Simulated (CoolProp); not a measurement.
n-perfluorohexane at 298.15 K and 0.0247 MPa is compressed adiabatically to 0.0762 MPa with isentropic efficiency 0.6. Each further row changes one setting.

Values from CoolProp's reference Helmholtz-energy equation of state, Gao 2022.

```
case             work (kJ/kg)                       final phase  final density (kg/m³)
---------------  ------------  --------------------------------  ---------------------
as stated                13.1  two-phase, vapour fraction 0.931                   10.9
efficiency 1             7.88  two-phase, vapour fraction 0.871                   11.6
efficiency 0.65          12.1  two-phase, vapour fraction 0.920                   11.0
```
